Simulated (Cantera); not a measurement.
An isothermal, constant-pressure homogeneous reactor starts with CO : O2 : H2O : N2 = 0.02 : 0.0046 : 0.02 : 7 (molar parts), equivalence ratio 2.2, at 1250 K and 1.30 bar.

Detailed kinetics in Cantera: GRI-Mech 3.0 (53 species, 325 reactions).

x: mole fraction; the columns are a selection and need not sum to one.

```
t (s)         x CO      x O2    x H2O       x O      x OH     x N2O     x NO
--------  --------  --------  -------  --------  --------  --------  -------
4.00e-5    0.00284  0.000653  0.00284  1.00e-11    <1e-12    <1e-12   <1e-12
0.000140   0.00284  0.000653  0.00284  3.37e-11  2.98e-12    <1e-12   <1e-12
0.000493   0.00284  0.000653  0.00284  1.09e-10  1.95e-11    <1e-12   <1e-12
0.00173    0.00284  0.000653  0.00284  5.10e-10  1.70e-10    <1e-12   <1e-12
0.00608    0.00284  0.000653  0.00284   4.19e-8   1.69e-8  3.88e-11   <1e-12
0.0213     0.00154  0.000158  0.00248   2.72e-5   2.06e-5   6.18e-8  1.14e-7
0.0750    0.000924   2.62e-7  0.00223   1.15e-7   1.61e-6   1.28e-9  1.94e-7
0.263     0.000898   1.08e-8  0.00220   5.26e-9   3.47e-7  2.62e-10  1.92e-7
0.924     0.000893  7.19e-10  0.00220  3.46e-10         ?  1.64e-10  1.86e-7
3.24      0.000892  5.02e-11  0.00220  2.30e-11   2.30e-8  2.13e-10  1.69e-7
11.4      0.000892  3.77e-12  0.00220  1.70e-12         ?  1.21e-10        ?
40.0      0.000892    <1e-12  0.00220    <1e-12   1.99e-9  3.40e-11  1.11e-7
```

Complete the blanks.


- 0.924, x OH: 8.90e-8
- 11.4, x OH: 6.20e-9
- 11.4, x NO: 1.42e-7
